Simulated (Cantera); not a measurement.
Feed: 1 mol CF₄, 0.089 mol CH₄, held at 2.40 mbar.

Method: chemical equilibrium by Gibbs-energy minimisation in Cantera with the NASA 1993 tables (ideal gas, pure condensed phases). Candidate condensed phases: C, C₆H₆, C₇H₈, C₈H₁₈; 95 gas species. Gases not in the tables: C₂F₆ and larger saturated fluorocarbons. The numbers say what is thermodynamically allowed, not how fast it happens.

x: gas mole fraction; n: condensed amount in mol.

```
T (K)     x F     x CF₄   x CF₂    x HF      x CF     x CF₃        x C₃  n C(graphite)
-----  ------  --------  ------  ------  --------  --------  ----------  -------------
1875   0.0262     0.643  0.0604   0.267   6.28e-5   0.00382  (withheld)          0.145
1950   0.0556     0.573   0.113   0.253  0.000200   0.00610  (withheld)          0.116
2025    0.109     0.462   0.190   0.231  0.000570   0.00868  (withheld)         0.0695
2100    0.193     0.314   0.280   0.200   0.00143    0.0105  (withheld)        0.00769
2175    0.329     0.173   0.321   0.165   0.00271   0.00986  (withheld)              0
2250    0.441    0.0627   0.346   0.138   0.00573   0.00725  (withheld)              0
2325    0.545    0.0175   0.302   0.121   0.00995   0.00416  (withheld)          0.110
2400    0.638   0.00422   0.230   0.111    0.0151   0.00205  (withheld)          0.282
2475    0.709  0.000937   0.164   0.104    0.0214  0.000930  (withheld)          0.447
2550    0.759  0.000201   0.112  0.0989    0.0288  0.000403  (withheld)          0.576
2625    0.791   4.28e-5  0.0742  0.0952    0.0372  0.000170  (withheld)          0.656
```

Question: Some entries are withheld; supply them.

Answer: 
- 1875, x C₃: 4.30e-10
- 1950, x C₃: 3.26e-9
- 2025, x C₃: 2.12e-8
- 2100, x C₃: 1.20e-7
- 2175, x C₃: 3.16e-7
- 2250, x C₃: 2.26e-6
- 2325, x C₃: 1.10e-5
- 2400, x C₃: 4.09e-5
- 2475, x C₃: 0.000140
- 2550, x C₃: 0.000444
- 2625, x C₃: 0.00132
